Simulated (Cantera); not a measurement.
A closed system holds: 1 mol CuO, 110 mol H2, 16 mol N2, at 0.160 bar.

Equilibrium computed with Cantera from the NASA thermochemical tables; the gas is ideal and each condensed phase is pure. Candidate condensed phases: Cu, CuO, Cu(OH)2, Cu2O, H2O; 27 gas species. Kinetics and transport are ignored.

Which condensed phases are stable at each of these points (T (K)): 1023, 1098, 1173, 1248, 1323, 1398, 1473, 1548?


```tsv
T (K)	condensed phases	Cu condensed (%)
1023	Cu(s)	100.0
1098	Cu(s)	100.0
1173	Cu(s)	100.0
1248	Cu(s)	100.0
1323	Cu(s)	100.0
1398	Cu(l)	99.9
1473	Cu(l)	99.6
1548	Cu(l)	98.6
```

From 1023 K to 1323 K the condensed part is Cu(s). From 1398 K to 1548 K the condensed part is Cu(l).
